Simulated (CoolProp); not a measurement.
Vapour-liquid equilibrium of CH2F2 (R32) (1) + R134a (2) at -87.35 °C; x and y are mole fractions of (1).

Model: multi-fluid Helmholtz-energy mixture model, Tillner-Roth 1997 and Tillner-Roth 1994; pair parameters Lemmon 2004, in CoolProp.

| x | bubble pressure, mixture model (kPa) | bubble pressure, Raoult's law (kPa) | y, mixture model | y, Raoult's law |
|---|---|---|---|---|
| 0.05 | 2.448 | 2.393 | 0.244 | 0.228 |
| 0.15 | 3.423 | 3.288 | 0.515 | 0.497 |
| 0.25 | 4.360 | 4.184 | 0.662 | 0.651 |
| 0.35 | 5.267 | 5.079 | 0.755 | 0.751 |
| 0.45 | 6.151 | 5.974 | 0.821 | 0.821 |
| 0.55 | 7.020 | 6.870 | 0.870 | 0.873 |
| 0.65 | 7.878 | 7.765 | 0.909 | 0.912 |
| 0.75 | 8.735 | 8.660 | 0.940 | 0.944 |
| 0.85 | 9.594 | 9.556 | 0.967 | 0.969 |
| 0.95 | 10.46 | 10.45 | 0.990 | 0.991 |

The largest gap from Raoult's law is +4.2 % in bubble pressure, at x = 0.25. No azeotrope shows between x = 0.05 and 0.95.

The pair parameters rest on a limited set of measurements; away from them the model extrapolates.
